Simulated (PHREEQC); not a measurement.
1.6 g of hydrous ferric oxide (600 m²/g; 0.2 weak and 0.005 strong sites per Fe, Dzombak-Morel constants, diffuse double layer) in 1 kg of water with 0.01 mol/kgw of an inert sodium salt and 0.14 mmol/kgw NaH2PO4, at 25 °C; the pH is set by adding NaOH or the inert anion's acid. Oxygen is held at 0.21 atm. No CO2 enters from the air. No solid was allowed to form.

Base run: PHREEQC, ion-association model, wateq4f.dat. Each further column changes one thing. The table gives surface charge σ (C/m²).

```
pH      base  background salt from 0.01 to 0.001 mol/kgw  oxide from 1.6 to 8 g/kgw
----  ------  ------------------------------------------  -------------------------
4      0.208                                       0.128                      0.237
5.5    0.071                                       0.031                      0.080
6.5    0.027                                       0.010                      0.031
8      0.000                                       0.000                      0.001
9.5   -0.026                                      -0.010                     -0.025
10.5  -0.066                                      -0.033                     -0.069
12    -0.233                                      -0.206                     -0.242
```

H3PO4, which wateq4f.dat lacks, is added to it with the constant of phreeqc.dat.
